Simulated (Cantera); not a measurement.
A perfectly stirred reactor is fed with 24.1 % H₂, 17.2 % O₂, 58.6 % N₂, at 0.180 bar; it is held at 1375 K, and followed from long to short residence time.

Model: the H2/O2 subset of GRI-Mech 3.0, which has no nitrogen chemistry, integrated in Cantera. The temperature is held fixed by assumption; the heat of reaction is taken as removed at once.

Problem. Predict: x(H₂) at τ = 15.0 s; x(O₂) at τ = 15.0 s; x(OH) at τ = 15.0 s; x(O) at τ = 15.0 s; x(HO₂) at τ = 15.0 s; x(H₂) at τ = 0.380 s; x(O₂) at τ = 0.380 s; x(OH) at τ = 0.380 s; x(O) at τ = 0.380 s; x(HO₂) at τ = 0.380 s.

Solution. 
```json
{
 "x(H₂) at τ = 15.0 s": "6.27e-5",
 "x(O₂) at τ = 15.0 s": "0.0588",
 "x(OH) at τ = 15.0 s": "0.000337",
 "x(O) at τ = 15.0 s": "2.17e-5",
 "x(HO₂) at τ = 15.0 s": "6.02e-7",
 "x(H₂) at τ = 0.380 s": "0.000735",
 "x(O₂) at τ = 0.380 s": "0.0587",
 "x(OH) at τ = 0.380 s": "0.00116",
 "x(O) at τ = 0.380 s": "0.000263",
 "x(HO₂) at τ = 0.380 s": "4.39e-6"
}
```
